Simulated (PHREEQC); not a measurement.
Dissolve 0.016 mol/kgw CuSO4, 0.25 mol/kgw HCl and 0.0285 mol/kgw NaCl at 20 °C. Closed to the air; pH follows from the charge balance.

Model: ion-association model, phreeqc.dat, run in PHREEQC.

This is a speciation only: nothing precipitates in the calculation.

Order these S species by the share of S that they hold, largest first: HSO4-, NaSO4-, SO4-2, CuSO4.

HSO4- (82 %), SO4-2 (15 %), CuSO4 (2.6 %), NaSO4- (0.52 %)

Order these Cu species by the share of Cu that they hold, largest first: CuSO4, CuCl+, Cu+2, CuCl2.

Cu+2 (83 %), CuCl+ (14 %), CuSO4 (2.6 %), CuCl2 (0.85 %)

The pH is 0.73 and the ionic strength 0.310 mol/kgw. Species that the database lacks are ignored.
